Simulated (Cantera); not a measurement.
A perfectly stirred reactor is fed with C₂H₆ : N₂ = 1 : 37 (molar parts), at 0.000970 bar; it is held at 1975 K, and followed from long to short residence time.

Model: GRI-Mech 3.0 (53 species, 325 reactions), integrated in Cantera. GRI-Mech 3.0 stops at C3 and has no aromatics, soot or wall deposition, so with more carbon than oxygen in the feed, carbon stays in small species such as C2H2 where larger ones or solid carbon would form. Radical loss at walls, strong at low pressure, is not modelled.

Question: What does this change do: temperature 1975 to 1800 K?

Answer: 
```csv
quantity,before,after
x(C₂H₆) at τ = 14.0 s,1.43e-6,5.00e-6
x(CH₂) at τ = 14.0 s,9.24e-6,6.14e-6
x(C₂H₂) at τ = 14.0 s,0.0235,0.0240
x(CH₄) at τ = 14.0 s,0.000497,0.000946
x(C₂H₄) at τ = 14.0 s,1.20e-5,3.64e-5
x(C₂H₆) at τ = 73.0 ms,0.000253,0.000784
x(CH₂) at τ = 73.0 ms,9.13e-5,5.62e-5
x(C₂H₂) at τ = 73.0 ms,0.0190,0.0161
x(CH₄) at τ = 73.0 ms,0.00387,0.00500
x(C₂H₄) at τ = 73.0 ms,0.00143,0.00308
```

Question: What does this change do: temperature 1975 to 1498 K?

Answer: 
```json
[
 {"quantity": "x(C₂H₆) at τ = 14.0 s", "before": "1.43e-6", "after": "6.82e-5"},
 {"quantity": "x(CH₂) at τ = 14.0 s", "before": "9.24e-6", "after": "1.56e-6"},
 {"quantity": "x(C₂H₂) at τ = 14.0 s", "before": "0.0235", "after": "0.0226"},
 {"quantity": "x(CH₄) at τ = 14.0 s", "before": "0.000497", "after": "0.00360"},
 {"quantity": "x(C₂H₄) at τ = 14.0 s", "before": "1.20e-5", "after": "0.000373"},
 {"quantity": "x(C₂H₆) at τ = 73.0 ms", "before": "0.000253", "after": "0.00813"},
 {"quantity": "x(CH₂) at τ = 73.0 ms", "before": "9.13e-5", "after": "8.94e-6"},
 {"quantity": "x(C₂H₂) at τ = 73.0 ms", "before": "0.0190", "after": "0.00381"},
 {"quantity": "x(CH₄) at τ = 73.0 ms", "before": "0.00387", "after": "0.00453"},
 {"quantity": "x(C₂H₄) at τ = 73.0 ms", "before": "0.00143", "after": "0.00922"}
]
```
